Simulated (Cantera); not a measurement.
## Reactions in the system Cl-H-Li

Cantera with NASA thermochemical tables; ideal gases at 1 bar, condensed phases pure. Values are per mole of reaction as written; species without (g) are pure solids or liquids, kept so even where they would boil at 1 bar.

H(g) + LiCl = HCl(g) + Li

```tsv
T (K)	ΔH° (kJ)	ΔS° (J/K)	ΔG° (kJ)	log10 K	condensed phases
600	96.4	38.0	73.5	-6.40	LiCl(s), Li(l)
650	95.5	36.6	71.7	-5.76	LiCl(s), Li(l)
700	94.5	35.2	69.9	-5.21	LiCl(s), Li(l)
750	93.5	33.8	68.2	-4.75	LiCl(s), Li(l)
800	92.5	32.5	66.5	-4.34	LiCl(s), Li(l)
850	91.4	31.2	64.9	-3.99	LiCl(s), Li(l)
900	70.4	7.4	63.8	-3.70	LiCl(l), Li(l)
950	69.1	6.0	63.4	-3.49	LiCl(l), Li(l)
1000	67.9	4.7	63.2	-3.30	LiCl(l), Li(l)
```

2 HCl(g) + 2 Li(g) = 2 LiCl + H2(g)

```json
[
 {"T (K)": "600", "ΔH° (kJ)": "-940.5", "ΔS° (J/K)": "-379.4", "ΔG° (kJ)": "-712.8", "log10 K": "62.05", "condensed phases": "LiCl(s)"},
 {"T (K)": "650", "ΔH° (kJ)": "-938.4", "ΔS° (J/K)": "-376.2", "ΔG° (kJ)": "-693.9", "log10 K": "55.76", "condensed phases": "LiCl(s)"},
 {"T (K)": "700", "ΔH° (kJ)": "-936.3", "ΔS° (J/K)": "-373.0", "ΔG° (kJ)": "-675.2", "log10 K": "50.38", "condensed phases": "LiCl(s)"},
 {"T (K)": "750", "ΔH° (kJ)": "-934.1", "ΔS° (J/K)": "-370.0", "ΔG° (kJ)": "-656.6", "log10 K": "45.73", "condensed phases": "LiCl(s)"},
 {"T (K)": "800", "ΔH° (kJ)": "-931.8", "ΔS° (J/K)": "-367.0", "ΔG° (kJ)": "-638.2", "log10 K": "41.67", "condensed phases": "LiCl(s)"},
 {"T (K)": "850", "ΔH° (kJ)": "-929.4", "ΔS° (J/K)": "-364.1", "ΔG° (kJ)": "-619.9", "log10 K": "38.09", "condensed phases": "LiCl(s)"},
 {"T (K)": "900", "ΔH° (kJ)": "-887.2", "ΔS° (J/K)": "-316.2", "ΔG° (kJ)": "-602.5", "log10 K": "34.97", "condensed phases": "LiCl(l)"},
 {"T (K)": "950", "ΔH° (kJ)": "-884.4", "ΔS° (J/K)": "-313.2", "ΔG° (kJ)": "-586.8", "log10 K": "32.26", "condensed phases": "LiCl(l)"},
 {"T (K)": "1000", "ΔH° (kJ)": "-881.7", "ΔS° (J/K)": "-310.5", "ΔG° (kJ)": "-571.2", "log10 K": "29.84", "condensed phases": "LiCl(l)"}
]
```
